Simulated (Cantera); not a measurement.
## SiHCl3 + C3H8 + H2 (silicon carbide growth)

Charge: 1 mol SiHCl3, a varied amount of C3H8, 4.6 mol H2, at 725 °C and 4500 Pa.

Cantera equilibrium calculation (NASA polynomials, part measured and part estimated; ideal gas, pure solids and liquids). Candidate condensed phases: C, C6H6, C7H8, C8H18, Si, SiC; 109 gas species. The tables' values for SiCl3 are old estimates; treat these amounts as uncertain. Rates play no part.

```tsv
n(C3H8) (mol)	log p H2	log p SiCl4	log p HCl	log p SiHCl3	log p SiCl3	log p SiCl2	n Si(s)	n SiC(s)
0.013	-1.42	-2.35	-2.97	-2.95	-4.01	-4.29	0.201	0.0390
0.022	-1.42	-2.35	-2.97	-2.96	-4.02	-4.29	0.174	0.0660
0.032	-1.42	-2.35	-2.97	-2.96	-4.02	-4.30	0.144	0.0960
0.042	-1.42	-2.36	-2.97	-2.96	-4.02	-4.30	0.114	0.126
0.052	-1.42	-2.36	-2.97	-2.96	-4.02	-4.30	0.0846	0.156
0.061	-1.42	-2.36	-2.97	-2.96	-4.03	-4.30	0.0577	0.183
0.071	-1.42	-2.37	-2.97	-2.97	-4.03	-4.30	0.0278	0.213
0.081	-1.42	-2.37	-2.96	-2.98	-4.04	-4.32	0	0.243
0.091	-1.42	-2.36	-2.81	-3.13	-4.19	-4.63	0	0.273
0.1	-1.42	-2.36	-2.68	-3.25	-4.31	-4.88	0	0.300
0.11	-1.43	-2.37	-2.57	-3.39	-4.44	-5.13	0	0.330
0.12	-1.43	-2.38	-2.47	-3.51	-4.56	-5.35	0	0.359
```
log p: log10 of the partial pressure in bar; n: condensed amount in mol.

From 0.013 mol C3H8 to 0.071 mol C3H8 the condensed part is Si(s) + SiC(s). From 0.081 mol C3H8 to 0.12 mol C3H8 the condensed part is SiC(s). The main Si-bearing gas is SiCl4 throughout.
